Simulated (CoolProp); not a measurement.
R113 along the isotherm 500 K: density (kg/m³) from the reference equation and from simpler models built on Tc = 487.2 K, pc = 3.392 MPa, ω = 0.253; each cubic takes its own stable root.

Computed with CoolProp (reference Helmholtz-energy equation of state, Marx 1992).

```
p (MPa)          phase  reference
-------  -------------  ---------
0.0161             gas     0.7267
0.0236             gas      1.066
0.0347             gas      1.569
0.0509             gas      2.305
0.0747             gas      3.390
0.11               gas      5.008
0.161              gas      7.366
0.236              gas      10.87
0.347              gas      16.16
0.509              gas      24.09
0.747              gas      36.25
1.1                gas      55.56
1.61               gas      86.85
2.36               gas      143.9
3.47     supercritical      292.0
5.09     supercritical      854.6
```

How far does each simpler model (ideal gas, van der Waals, Redlich-Kwong, Soave-Redlich-Kwong, Peng-Robinson) lie from the reference over these 16 states: mean and median of the absolute difference, and the worst?


- ideal gas: mean 12.1 %, median 2.7 %, worst -73.2 % at 500 K and 5.09 MPa
- van der Waals: mean 2.1 %, median 0.2 %, worst -25.6 % at 500 K and 5.09 MPa
- Redlich-Kwong: mean 1.1 %, median 0.1 %, worst -14.1 % at 500 K and 5.09 MPa
- Soave-Redlich-Kwong: mean 1.2 %, median 0.0 %, worst -16.6 % at 500 K and 5.09 MPa
- Peng-Robinson: mean 1.3 %, median 0.4 %, worst -8.5 % at 500 K and 5.09 MPa
